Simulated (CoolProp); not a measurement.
Values from CoolProp's reference Helmholtz-energy equation of state, Akasaka 2023.

### Question
Give the vapour pressure (kPa), liquid density (kg/m³), vapour density (kg/m³) of saturated R1224YDZ at 309, 313, 317 K.

### Answer
| T (K) | p (kPa) | liquid density (kg/m³) | vapour density (kg/m³) |
|---|---|---|---|
| 309 | 213 | 1330 | 13.4 |
| 313 | 243 | 1320 | 15.1 |
| 317 | 275 | 1310 | 17.1 |
